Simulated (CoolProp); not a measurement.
50 sccm (0 °C, 1 atm) of nitrogen bubbles through liquid hexamethyldisiloxane (MM) at 334 K and leaves saturated at a total pressure of 0.15 MPa (ideal gas phase). Each further row changes one setting.

Model: reference Helmholtz-energy equation of state, Thol 2016, in CoolProp.

| case | vapour pressure (kPa) | mole fraction of vapour | delivery (mg/min) | delivery (sccm) | change of delivery for a bath 1 K warmer (%) |
|---|---|---|---|---|---|
| as stated | 27.0 | 0.180 | 79.7 | 11.0 | 4.8 |
| bath temperature 339 K | 32.6 | 0.218 | 101 | 13.9 | 4.8 |
| total pressure 0.3 MPa | 27.0 | 0.0902 | 35.9 | 4.95 | 4.3 |
